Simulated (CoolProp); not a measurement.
Aqueous ammonia as a coolant, at -6 °C, 1 atm.

Model: Melinder's fits for secondary coolants, in CoolProp.

```tsv
mass %	freezing point (°C)	viscosity (mPa s)	conductivity (W/(m K))	Prandtl number	density (kg/m³)
7.6	-9.8	2.44	0.498	20.7	971.3
10.2	-13.9	2.46	0.485	[?]	962.7
12.8	-18.7	2.53	0.471	22.7	954.6
15.3	-23.9	2.62	0.457	24.3	947.1
17.9	-30.4	2.70	[?]	25.8	939.7
20.5	-38.1	2.75	0.432	27.0	932.5
23	-47.0	2.75	[?]	27.6	[?]
```

**Question.** What belongs in the gaps?

**Answer.** 
- 10.2, Prandtl number: 21.5
- 17.9, conductivity (W/(m K)): 0.444
- 23, conductivity (W/(m K)): 0.422
- 23, density (kg/m³): 925.8
